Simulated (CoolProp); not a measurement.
A closed Brayton cycle with carbon dioxide: compressor inlet 315.15 K and 8 MPa, high pressure 17.2 MPa, turbine inlet 710 K, compressor efficiency 0.89, turbine efficiency 0.93, recuperator effectiveness 0.8 (on enthalpy, no pinch check). Each further row changes one setting.

Computed with CoolProp (reference Helmholtz-energy equation of state, Span 1996).

| case | thermal efficiency (%) | net work (kJ/kg) | compressor to turbine work | compressor exit (K) | turbine exit (K) |
|---|---|---|---|---|---|
| as stated | ? | 58.3 | 0.34 | 372.2 | 623.3 |
| turbine inlet 660 K | 24.8 | ? | 0.38 | 372.2 | 576.7 |
| compressor inlet 325.15 K | 25.4 | ? | 0.41 | 389.1 | 623.3 |
| high pressure 14.6 MPa | 23.5 | 47.8 | 0.33 | 359.8 | 641.6 |
| recuperator effectiveness 0.5 | 18.8 | 58.3 | 0.34 | 372.2 | 623.3 |

Problem. Some entries are withheld; supply them.

Solution. 
- as stated, thermal efficiency (%): 26.1
- turbine inlet 660 K, net work (kJ/kg): 50.9
- compressor inlet 325.15 K, net work (kJ/kg): 52.2
